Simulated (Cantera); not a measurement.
Feed: 1 mol (CH₃)₂SiCl₂, 0.14 mol C₃H₈, 2.8 mol H₂, held at 20000 Pa.

These are equilibrium values from Cantera (NASA tables, ideal gas, pure condensed phases), not measurements of a reactor. Candidate condensed phases: C, C₆H₆, C₇H₈, C₈H₁₈, Si, SiC; 109 gas species. The feed counts by its element totals alone. The tables' values for SiCl₃ are old estimates; treat these amounts as uncertain. Kinetics and transport are ignored. All values below are at 1400 °C.

Base state: H₂ 0.734, HCl 0.260, SiCl₂ 0.00445, SiCl₃ 0.000558, H 0.000218, SiCl₄ 0.000146, CH₄ 0.000131, SiHCl₃ 7.38e-5 (mole fractions); condensed: C(graphite) + SiC(s).

Question: What changes in the equilibrium state with this change: H₂ from 2.8 to 1200 mol?

Answer: 
```
species             before     after
----------------  --------  --------
H₂                   0.734     0.998
HCl                  0.260   0.00166
H                 0.000218  0.000254
SiCl₂              0.00445   1.33e-7
SiCl₃             0.000558     <1e-9
SiCl₄             0.000146     <1e-9
SiHCl₃             7.38e-5     <1e-9
C(graphite), mol      1.46     0.989
SiC(s), mol          0.961     1.000
```
